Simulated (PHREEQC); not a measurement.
Make-up at 78 °C: 0.2 mol CdCl2 and 0.0012 mol NaHCO3 per kg of water. Closed to the air; pH follows from the charge balance.

Model: ion-association model, wateq4f.dat, run in PHREEQC.

No solid was allowed to form.

**Question.** Order these Cl species by the share of Cl that they hold, largest first: CdCl3-, Cl-, CdCl2, CdCl+.

**Answer.** Cl- (41 %), CdCl+ (30 %), CdCl2 (23 %), CdCl3- (6.8 %)

**Question.** Order these C species by the share of C that they hold, largest first: HCO3-, CdHCO3+, CO2.

**Answer.** HCO3- (58 %), CO2 (29 %), CdHCO3+ (13 %)

The pH is 6.47 and the ionic strength 0.198 mol/kgw. The solution is supersaturated, for example in Otavite, CdOHCl, so a real one may precipitate; this is no full list. Constants without temperature data keep their 25 °C values here.
